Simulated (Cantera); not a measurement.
Diamond growth

A diamond (100) surface in a fixed gas of H2 with x(CH4) = 0.029, x(H) = 0.00068, x(CH3) = 1.2e-05, at 1200 K; coverages are run to steady state.

Model: the Harris–Goodwin 1993 mechanism for the reconstructed diamond (100) surface, integrated in Cantera.

| P (Pa) | growth (µm/h) | θ c6HH | θ c6H* | θ c6*H | θ c6** | θ c6HM |
|---|---|---|---|---|---|---|
| 1400 | 0.0100 | 0.475 | 0.0366 | 0.468 | 0.0202 | 5.34e-5 |
| 2000 | 0.0157 | 0.475 | 0.0366 | 0.468 | 0.0202 | 7.63e-5 |
| 2800 | 0.0244 | 0.475 | 0.0366 | 0.468 | 0.0202 | 0.000106 |
| 3900 | 0.0383 | 0.474 | 0.0366 | 0.468 | 0.0202 | 0.000147 |
| 5400 | 0.0609 | 0.474 | 0.0366 | 0.468 | 0.0202 | 0.000200 |
| 7600 | 0.101 | 0.474 | 0.0366 | 0.468 | 0.0202 | 0.000277 |
| 11000 | 0.179 | 0.474 | 0.0366 | 0.468 | 0.0202 | 0.000388 |
| 15000 | 0.293 | 0.474 | 0.0366 | 0.468 | 0.0202 | 0.000510 |
θ: site fractions in the mechanism's names (c6HH fully hydrogenated, c6H* and c6*H radical sites, c6** diradical, c6HM methylated).
